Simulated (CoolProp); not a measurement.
Properties of CH3F (R41) along the isobar 6210 kPa (Tc = 317.3 K, pc = 5906 kPa, ω = 0.200).

Model: reference Helmholtz-energy equation of state, Lemmon 2006, in CoolProp. It is a short technical equation, of lower accuracy than the large ones.

| T (K) | phase | Z | cp (kJ/(kg K)) | cv (kJ/(kg K)) | speed of sound (m/s) | expansivity (1/kK) |
|---|---|---|---|---|---|---|
| 270.4 | liquid | 0.1326 | 2.397 | 1.199 | 689.1 | 4.320 |
| 285.8 | liquid | 0.1354 | 2.643 | 1.209 | 584.2 | ? |
| 301.3 | liquid | 0.1431 | ? | 1.237 | 460.9 | 8.917 |
| 316.8 | liquid | 0.1757 | 8.292 | 1.358 | ? | 42.79 |
| 332.2 | supercritical | 0.5394 | ? | 1.318 | 239.1 | 20.25 |
| 347.7 | supercritical | 0.6449 | 2.570 | 1.215 | 264.0 | 10.88 |
| 363.2 | supercritical | 0.7112 | 2.132 | ? | 281.7 | 7.774 |
| 378.6 | supercritical | 0.7588 | 1.923 | 1.159 | 295.9 | 6.181 |
| 394.1 | supercritical | 0.7957 | 1.807 | 1.161 | 308.1 | ? |
| 409.5 | supercritical | 0.8249 | 1.741 | 1.171 | 318.8 | ? |
| 425 | supercritical | 0.8490 | 1.703 | 1.188 | 328.7 | 4.012 |

### Question
Complete the blanks.

### Answer

- 285.8, expansivity (1/kK): 5.670
- 301.3, cp (kJ/(kg K)): 3.202
- 316.8, speed of sound (m/s): 270.2
- 332.2, cp (kJ/(kg K)): 3.931
- 363.2, cv (kJ/(kg K)): 1.173
- 394.1, expansivity (1/kK): 5.189
- 409.5, expansivity (1/kK): 4.512
